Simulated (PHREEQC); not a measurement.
1.5 g of hydrous ferric oxide (600 m²/g; 0.2 weak and 0.005 strong sites per Fe, Dzombak-Morel constants, diffuse double layer) in 1 kg of water with 0.3 mol/kgw of an inert sodium salt, at 25 °C; the pH is set by adding NaOH or the inert anion's acid. Oxygen alone is held at its pressure in air (log pO2 = -0.68). CO2 from the air is kept out. Precipitation was switched off in this run.

Computed with PHREEQC (ion-association model, wateq4f.dat).

| pH | surface charge σ (C/m²) | surface potential ψ (mV) |
|---|---|---|
| 3 | 0.368 | 125 |
| 3.5 | 0.363 | 125 |
| 4 | 0.349 | ? |
| 4.5 | 0.318 | ? |
| 5 | 0.269 | 110 |
| 5.5 | 0.211 | 98 |
| 6 | 0.154 | 83 |
| 6.5 | 0.106 | 65 |
| 7 | ? | 46 |
| 7.5 | 0.034 | 26 |
| 8 | 0.006 | 5 |
| 8.5 | -0.021 | -17 |
| 9 | -0.051 | -38 |

Question: Fill in the missing entries.

Answer: 
- 4, surface potential ψ (mV): 123
- 4.5, surface potential ψ (mV): 118
- 7, surface charge σ (C/m²): 0.066

The oxide is taken as insoluble; below pH 4 it would dissolve.
